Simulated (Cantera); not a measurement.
A closed system holds: 1 mol SiC, 0.019 mol N2O, 18 mol H2, 0.058 mol H2O, held at 0.100 bar.

Equilibrium computed with Cantera from the NASA thermochemical tables; the gas is ideal and each condensed phase is pure. Candidate condensed phases: C, C6H6, C7H8, C8H18, H2O, Si, SiC, SiO2, Si2N2O, Si3N4; 151 gas species. Mutual solubility and eutectic melting of coexisting phases are not modelled. The tables hold silica as quartz up to 1696 K and as liquid above; real silica turns to tridymite and cristobalite and melts near 1996 K. The numbers say what is thermodynamically allowed, not how fast it happens.

Problem. Which condensed phases are stable at each of these points (T (K)): 998, 1048, 1098, 1148, 1198, 1248, 1298, 1348, 1398, 1448, 1498?

Solution. 
| T (K) | condensed phases | Si condensed (%) |
|---|---|---|
| 998 | SiC(s) + SiO2(β-quartz) + Si2N2O(s) | 100.0 |
| 1048 | SiC(s) + SiO2(β-quartz) + Si2N2O(s) | 100.0 |
| 1098 | C(graphite) + SiC(s) + SiO2(β-quartz) + Si2N2O(s) | 100.0 |
| 1148 | C(graphite) + SiC(s) + SiO2(β-quartz) + Si2N2O(s) | 100.0 |
| 1198 | C(graphite) + SiC(s) + SiO2(β-quartz) + Si2N2O(s) | 100.0 |
| 1248 | SiC(s) + SiO2(β-quartz) + Si2N2O(s) | 100.0 |
| 1298 | SiC(s) + SiO2(β-quartz) + Si2N2O(s) | 100.0 |
| 1348 | SiC(s) + SiO2(β-quartz) + Si2N2O(s) | 100.0 |
| 1398 | SiC(s) + SiO2(β-quartz) + Si2N2O(s) | 99.8 |
| 1448 | SiC(s) + SiO2(β-quartz) + Si2N2O(s) | 99.1 |
| 1498 | SiC(s) + Si2N2O(s) | 98.8 |

From 998 K to 1048 K the condensed part is SiC(s) + SiO2(β-quartz) + Si2N2O(s). From 1098 K to 1198 K the condensed part is C(graphite) + SiC(s) + SiO2(β-quartz) + Si2N2O(s). From 1248 K to 1448 K the condensed part is SiC(s) + SiO2(β-quartz) + Si2N2O(s). At 1498 K the condensed part is SiC(s) + Si2N2O(s).
